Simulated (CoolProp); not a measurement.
Model: reference Helmholtz-energy equation of state, de Vries 1995, in CoolProp.

### Question
Give the vapour pressure (MPa), liquid density (kg/m³), vapour density (kg/m³), enthalpy of vaporisation (kJ/kg) of saturated R124 at 44.75, 100.85 °C.

### Answer
```csv
T (°C),p (MPa),liquid density (kg/m³),vapour density (kg/m³),enthalpy of vaporisation (kJ/kg)
44.75,0.676,1280,41.5,134
100.85,2.42,995,180,80.4
```
